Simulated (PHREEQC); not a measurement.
Nickel, zinc or cadmium bath: speciation

Make-up at 20 °C: 0.05 mol/kgw ZnSO4 and 0.00046 mol/kgw NaCl. Closed to the air; pH follows from the charge balance.

Equilibrium calculation in PHREEQC: ion-association model, phreeqc.dat.

Each row changes one thing in this solution. This is a speciation only: nothing precipitates in the calculation.

```csv
case,pH,ionic strength (mol/kgw)
as made,5.67,0.110
ZnSO4 replaced by K2SO4 at the same molality,7.25,0.134
ZnSO4 left out,7.08,0.000460
NaCl left out,5.67,0.109
ZnSO4 from 0.05 to 0.01 mol/kgw,…,…
ZnSO4 replaced by (NH4)2SO4 at the same molality,…,0.123
NaCl from 0.00046 to 0.0046 mol/kgw,5.65,0.115
diluted 2-fold with water,5.74,0.0600
```

Question: Fill in the missing entries.

Answer: 
- ZnSO4 from 0.05 to 0.01 mol/kgw, pH: 5.83
- ZnSO4 from 0.05 to 0.01 mol/kgw, ionic strength (mol/kgw): 0.0278
- ZnSO4 replaced by (NH4)2SO4 at the same molality, pH: 5.52

Complexes and solids missing from the database can't appear.
